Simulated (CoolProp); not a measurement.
Ammonia at 298.15 K and 19.2 MPa is throttled through a valve to 0.578 MPa with no heat exchange. Each further row changes one setting.

Computed with CoolProp (reference Helmholtz-energy equation of state, Gao 2020).

| case | temperature change (K) | final phase | final density (kg/m³) |
|---|---|---|---|
| as stated | ? | ? | ? |
| outlet pressure 0.173 MPa | -47.1 | two-phase, vapour fraction 0.170 | ? |
| outlet pressure 0.751 MPa | -9.1 | ? | ? |

### Question
What belongs in the gaps?

### Answer

- as stated, temperature change (K): -16.8
- as stated, final phase: two-phase, vapour fraction 0.072
- as stated, final density (kg/m³): 58.5
- outlet pressure 0.173 MPa, final density (kg/m³): 8.53
- outlet pressure 0.751 MPa, final phase: two-phase, vapour fraction 0.043
- outlet pressure 0.751 MPa, final density (kg/m³): 112
